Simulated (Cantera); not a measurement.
A closed system holds: 1 mol SiO2, 0.76 mol CH4, 8.8 mol H2, at 1998.15 K and 9.75 Torr.

These are equilibrium values from Cantera (NASA tables, ideal gas, pure condensed phases), not measurements of a reactor. Candidate condensed phases: C, C6H6, C7H8, C8H18, H2O, Si, SiC, SiO2; 123 gas species. Kinetics and transport are ignored.

Base state: H2 0.823, SiO 0.0822, CO 0.0622, H2O 0.0194, H 0.0128, CO2 0.000320, OH 2.99e-5 (mole fractions); condensed: gas only.

Problem. What changes in the equilibrium state with this change: pressure from 9.75 Torr to 0.420 Torr?

Solution. 
```
species    before     after
-------  --------  --------
H2          0.823     0.780
SiO        0.0822    0.0803
CO         0.0622    0.0607
H          0.0128    0.0599
H2O        0.0194    0.0188
OH        2.99e-5  0.000144
CO2      0.000320  0.000320
```
